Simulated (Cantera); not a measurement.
Ignition delay

Mixture: CH3OH : O2 : N2 : H2 = 1 : 1.61 : 6.06 : 0.082 (molar parts), equivalence ratio 0.96, at 890000 Pa, adiabatic and at constant volume. Ignition delay is the time to a rise of 400 K.

Computed with Cantera and GRI-Mech 3.0 (53 species, 325 reactions). GRI-Mech 3.0 was tuned for natural gas; its chemistry of methanol as a main component is partial and can be far from experiment.

```json
[
 {"T0 (K)": "1000", "delay (ms)": "55.2"},
 {"T0 (K)": "1100", "delay (ms)": "7.83"},
 {"T0 (K)": "1200", "delay (ms)": "1.41"},
 {"T0 (K)": "1300", "delay (ms)": "0.317"},
 {"T0 (K)": "1400", "delay (ms)": "0.0889"},
 {"T0 (K)": "1500", "delay (ms)": "0.0305"},
 {"T0 (K)": "1600", "delay (ms)": "0.0124"},
 {"T0 (K)": "1700", "delay (ms)": "0.00572"}
]
```

The apparent activation energy between 1500 and 1700 K comes out as 180 kJ/mol.
